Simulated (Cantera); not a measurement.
Input (Python, Cantera) and output of one run.

```python
import numpy as np
import cantera as ct

gas_names = """
    H HO2 H2 H2O H2O2 O OH O2 O3 V VO VO2
""".split()
cond_names = """
    H2O(s) H2O(L) V(cr) V(L) VO(s) VO(L) V2O3(s) V2O3(L) V2O4(I) V2O4(II) V2O4(L) V2O5(s) V2O5(L)
""".split()


# ... load() reads the species with a 1 bar reference pressure and builds the phases ...
atoms = {
    'V2O5': {'V': 2, 'O': 5},
    'H2': {'H': 2},
}
top_T = {}  # K; cautious upper limits of use, not melting points


# ... equilibrate(T, P, feed) seeds the gas with the atoms and calls Mixture.equilibrate('TP', solver="vcs", rtol=1e-11, max_steps=5000) ...
results = []
feed = {'V2O5': 1, 'H2': 380}  # mol
P = 25000  # Pa
for T in [1198, 1273, 1348, 1423, 1498, 1573, 1648, 1723, 1798, 1873, 1948]:
    mix = equilibrate(T, P, feed)
    results.append((T, P, feed, dict(zip(mix.species_names, mix.species_moles))))

top = {s: max(r[3][s] / sum(r[3][g] for g in gas_names) for r in results) for s in gas_names}
cols = sorted((s for s in top if top[s] > 1e-06), key=lambda s: -top[s])[:6]
seen = [c for c in cond_names if any(r[3].get(c, 0) > 1e-12 for r in results)]
print("log10 of partial pressures in bar; condensed amounts in mol")
print(f"{'T/K':>10s}" + "".join(f"{s[:9]:>10s}" for s in cols + seen))
for T, P, feed, n in results:
    ng = sum(n[g] for g in gas_names)
    print(f"{T:10.4g}" + "".join(f"{np.log10(max(n[s] / ng * P / 1e5, 1e-99)):10.3f}" for s in cols)
          + "".join(f"{n.get(c, 0):10.4g}" for c in seen))
```

Result:

```
log10 of partial pressures in bar; condensed amounts in mol
       T/K        H2       H2O         H       VO2        VO        OH     VO(s)   V2O3(s)
      1198    -0.604    -2.881    -7.023   -13.542   -15.522   -11.402         0         1
      1273    -0.604    -2.881    -6.449   -12.304   -14.002   -10.664         0         1
      1348    -0.604    -2.881    -5.938   -11.207   -12.657   -10.007         0         1
      1423    -0.604    -2.881    -5.480   -10.230   -11.457    -9.420         0         1
      1498    -0.604    -2.881    -5.067    -9.354   -10.382    -8.891         0         1
      1573    -0.604    -2.874    -4.693    -8.562    -9.417    -8.405   0.06263    0.9687
      1648    -0.605    -2.718    -4.353    -7.770    -8.619    -7.813     1.818   0.09089
      1723    -0.606    -2.705    -4.042    -7.179    -7.894    -7.402         2         0
      1798    -0.606    -2.705    -3.756    -6.653    -7.232    -7.038         2         0
      1873    -0.606    -2.705    -3.493    -6.172    -6.627    -6.702     1.999         0
      1948    -0.606    -2.706    -3.250    -5.731    -6.071    -6.393     1.996         0
```

Equilibrium computed with Cantera from the NASA thermochemical tables; the gas is ideal and each condensed phase is pure. Mutual solubility and eutectic melting of coexisting phases are not modelled. VO: taken at fixed stoichiometry. Condensed phases not in the tables: the oxides between V2O3 and V2O5 other than VO2.
